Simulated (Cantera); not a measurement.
Feed: 1 mol Ni, 3.1 mol H₂S, 2.3 mol N₂, equilibrated at 1300 °C and 100000 Pa.

Method: chemical equilibrium by Gibbs-energy minimisation in Cantera with the NASA 1993 tables (ideal gas, pure condensed phases). Candidate condensed phases: Ni, NiS, NiS₂, Ni₃S₂, Ni₃S₄, S; 17 gas species. The numbers say what is thermodynamically allowed, not how fast it happens.

Base state: N₂ 0.387, H₂ 0.293, H₂S 0.227, S₂ 0.0895, SH 0.00346, S 2.74e-5, H 2.20e-5 (mole fractions); condensed: Ni₃S₂(l).

Question: What changes in the equilibrium state with this change: temperature from 1300 °C to 1677 °C?

Answer: 
| species | before | after |
|---|---|---|
| H₂ | 0.293 | 0.386 |
| N₂ | 0.387 | 0.364 |
| S₂ | 0.0895 | 0.136 |
| H₂S | 0.227 | 0.0969 |
| SH | 0.00346 | 0.0146 |
| NiS | 6.13e-7 | 0.000115 |
| Ni | 1.65e-8 | 2.00e-5 |
| H | 2.20e-5 | 0.000712 |
| S | 2.74e-5 | 0.000840 |
| Ni₃S₂(l), mol | 0.333 | 0.333 |

Question: What changes in the equilibrium state with this change: H₂S from 3.1 to 0.058 mol?

Answer: 
```
species         before     after
-------------  -------  --------
N₂               0.387     0.975
H₂               0.293    0.0243
H₂S              0.227  0.000325
S₂              0.0895   2.67e-5
SH             0.00346   1.72e-5
S              2.74e-5   4.73e-7
H              2.20e-5   6.34e-6
Ni₃S₂(l), mol    0.333    0.0285
Ni(s), mol           0     0.914
```
Metal and sulfide melt together well below either melting point, which pure phases cannot show. Mutual solubility and eutectic melting of coexisting phases are not modelled.

Question: What changes in the equilibrium state with this change: temperature from 1300 °C to 850 °C?

Answer: 
| species | before | after |
|---|---|---|
| H₂S | 0.227 | 0.436 |
| N₂ | 0.387 | 0.423 |
| H₂ | 0.293 | 0.135 |
| S₂ | 0.0895 | 0.00607 |
| S | 2.74e-5 | 9.29e-9 |
| H | 2.20e-5 | 1.56e-8 |
| SH | 0.00346 | 6.26e-5 |
| Ni₃S₂(l), mol | 0.333 | 0.333 |
Gases not in the tables: S₃ to S₇.
